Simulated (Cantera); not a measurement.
Gas-phase reforming

An isothermal, constant-pressure homogeneous reactor starts with 76.9 % CH4, 23.1 % H2O, at 2125 K and 1.00 bar.

Cantera simulation using GRI-Mech 3.0 (53 species, 325 reactions); the numbers are that mechanism's predictions, not measurements. GRI-Mech 3.0 stops at C3 and has no aromatics, soot or wall deposition, so with more carbon than oxygen in the feed, carbon stays in small species such as C2H2 where larger ones or solid carbon would form.

```csv
t (s),x CH4,x H2O,x C2H2,x H2O2,x C2H4
0.000600,0.0233,0.107,0.193,3.20e-11,0.000606
0.00309,0.0113,0.0526,0.164,7.60e-12,0.000435
0.0160,0.00388,0.00417,0.135,<1e-12,0.000352
0.0823,0.00178,6.53e-7,0.133,<1e-12,0.000346
0.424,0.00178,6.03e-7,0.133,<1e-12,0.000346
2.19,0.00178,6.03e-7,0.133,<1e-12,0.000346
11.3,0.00178,6.03e-7,0.133,<1e-12,0.000346
58.2,0.00178,6.03e-7,0.133,<1e-12,0.000346
300,0.00178,6.03e-7,0.133,<1e-12,0.000346
```
x: mole fraction; the columns are a selection and need not sum to one.

Equilibrium at this temperature and pressure: CH4 0.00178, H2O 6.05e-7, C2H2 0.133, H2O2 <1e-12, C2H4 0.000346 (gas phase only).
